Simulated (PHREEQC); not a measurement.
A column of 1 m (40 cells, dispersivity 0.035 m, 720 s a shift, diffusion coefficient 3e-10 m²/s) holds 0.067 eq of the database's cation exchanger X per kg of pore water, first in equilibrium with 0.33 mmol/kgw MgSO4 and 0.01 mmol/kgw HCl. It is flushed with 0.00092 mol KBr, 0.0035 mol CaCl2, 0.026 mol Na2SO4 and 1e-05 mol HCl per kg of water, at 25 °C. Values are for the last cell. No CO2 enters from the air. No solid was allowed to form.

Base run: PHREEQC, ion-association model, phreeqc.dat. Each further column changes one thing. The table gives Na in solution (mol/kgw).

```csv
pore volumes,base,exchange capacity from 0.067 to 0.034 eq/kgw,dispersivity from 0.035 to 0.07 m
0,0,0,0
0.9125,0.00409,0.00890,0.00825
1.663,0.0369,0.0448,0.0366
2.413,0.0474,0.0514,0.0467
3.312,0.0512,0.0529,0.0506
4.213,0.0526,0.0525,0.0521
4.963,0.0530,0.0521,0.0526
```
